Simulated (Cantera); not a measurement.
Source: NASA polynomial tables (part measured, part estimated), evaluated in Cantera. Values are per mole of reaction as written; species without (g) are pure solids or liquids, kept so even where they would boil at 1 bar. TaC: taken at fixed stoichiometry.

2 TaC + 3 H2(g) + 6 O(g) → Ta2O5 + C2H5OH(g), with ΔH° = -3488.0 kJ and ΔS° = -1020.0 J/K at 300 K.

Problem. How far is the shortcut ΔG° ≈ ΔH°(300 K) − T·ΔS°(300 K) from the full temperature-dependent value at 2425, 2525, 2625, 2725, 2825, 2925 K?

Solution. 
```tsv
T (K)	shortcut (kJ)	full (kJ)	difference (kJ)	difference in log10 K	condensed phases
2425	-1014.6	-949.5	-65.1	1.40	TaC(s), Ta2O5(l)
2525	-912.6	-851.1	-61.5	1.27	TaC(s), Ta2O5(l)
2625	-810.6	-753.0	-57.6	1.15	TaC(s), Ta2O5(l)
2725	-708.6	-655.1	-53.4	1.02	TaC(s), Ta2O5(l)
2825	-606.6	-557.5	-49.1	0.91	TaC(s), Ta2O5(l)
2925	-504.6	-460.2	-44.4	0.79	TaC(s), Ta2O5(l)
```
The shortcut ignores heat capacities and the phase changes listed.
